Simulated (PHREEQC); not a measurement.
A solution holds 0.0027 mol Cu(NO3)2, 0.0015 mol HNO3 and 0.0017 mol NaCl per kg of water, at 60 °C. Closed to the air; pH follows from the charge balance.

Computed with PHREEQC (ion-association model, phreeqc.dat).

```json
[
 {"quantity": "pH", "before": "2.87", "after": "3.55"},
 {"quantity": "CuCl+ (mol/kgw)", "before": "3.56e-5", "after": "1.83e-6"},
 {"quantity": "CuOH+ (mol/kgw)", "before": "1.42e-8", "after": "1.61e-8"},
 {"quantity": "Cu2(OH)2+2 (mol/kgw)", "before": "2.50e-9", "after": "2.84e-9"},
 {"quantity": "SI of Halite (NaCl)", "before": "-7.24", "after": "-8.58"}
]
```

**Question.** Name the change that produced these shifts.
A) diluted 100-fold with water
B) Cu(NO3)2 from 0.0027 to 0.00054 mol/kgw
C) diluted 2-fold with water
D) Cu(NO3)2 from 0.0027 to 0.00405 mol/kgw
E) diluted 5-fold with water

**Answer.** E, diluted 5-fold with water

No solid was allowed to form. Away from 25 °C the constants follow the database's enthalpies or fits; those with neither stay at their 25 °C values.
